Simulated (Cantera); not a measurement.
Charge: 1 mol C₂H₄, 54 mol H₂, at 0.140 bar.

Cantera equilibrium calculation (NASA polynomials, part measured and part estimated; ideal gas, pure solids and liquids). Candidate condensed phases: C, C₆H₆, C₇H₈, C₈H₁₈; 76 gas species. The numbers say what is thermodynamically allowed, not how fast it happens.

**Question.** Which condensed phases are stable at each of these points (T (K)): 675, 725, 775, 825, 875, 925, 975, 1025?

**Answer.** 
```csv
T (K),condensed phases,C condensed (%)
675,gas only,0.0
725,gas only,0.0
775,gas only,0.0
825,gas only,0.0
875,gas only,0.0
925,C(graphite),18.7
975,C(graphite),53.2
1025,C(graphite),72.0
```

From 675 K to 875 K nothing is condensed. From 925 K to 1025 K the condensed part is C(graphite).
